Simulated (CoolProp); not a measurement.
Vapour-liquid equilibrium of propane (1) + R236FA (2) at 246.7 K; x and y are mole fractions of (1).

Model: multi-fluid Helmholtz-energy mixture model, Lemmon 2009 and Pan 2012; pair parameters Bell 2016, in CoolProp.

Q: Give the bubble pressure and the first vapour's composition at x = 0.2, 0.5, 0.65. Is there an azeotrope?

A: x = 0.2: 1.504 bar, y = 0.812; x = 0.5: 1.820 bar, y = 0.857; x = 0.65: 1.845 bar, y = 0.863. No azeotrope shows between x = 0.05 and 0.95.

The pair parameters rest on a limited set of measurements; away from them the model extrapolates. With so large a gap from Raoult's law the liquid may split in two, which this calculation doesn't test in full.
